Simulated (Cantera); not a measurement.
# Dilute partial oxidation

A perfectly stirred reactor is fed with CH3OH : O2 : N2 = 0.017 : 0.029 : 1 (molar parts), equivalence ratio 0.88, at 1.20 bar; it is held at 1475 K, and followed from long to short residence time.

Model: GRI-Mech 3.0 (53 species, 325 reactions), integrated in Cantera. GRI-Mech 3.0 was tuned for natural gas; its chemistry of methanol as a main component is partial and can be far from experiment. The temperature is held fixed by assumption; the heat of reaction is taken as removed at once.

```tsv
τ (s)	x CH3OH	x O2	x H2O2	x O	x H2O
6.5	2.59e-7	0.00333	9.90e-9	5.27e-6	0.0322
2.3	4.99e-7	0.00336	1.72e-8	1.01e-5	0.0321
0.86	9.00e-7	0.00340	2.83e-8	1.87e-5	0.0321
0.31	1.59e-6	0.00349	4.60e-8	3.53e-5	0.0320
0.11	2.73e-6	0.00366	7.22e-8	6.66e-5	0.0317
0.041	4.42e-6	0.00394	1.06e-7	0.000119	0.0314
0.015	7.26e-6	0.00438	1.47e-7	0.000205	0.0309
0.0055	1.25e-5	0.00506	1.90e-7	0.000331	0.0303
0.0020	2.38e-5	0.00607	2.31e-7	0.000482	0.0295
0.00073	5.36e-5	0.00764	2.59e-7	0.000588	0.0285
0.00027	0.000170	0.0104	2.88e-7	0.000463	0.0268
```
x: mole fraction; the columns are a selection and need not sum to one.
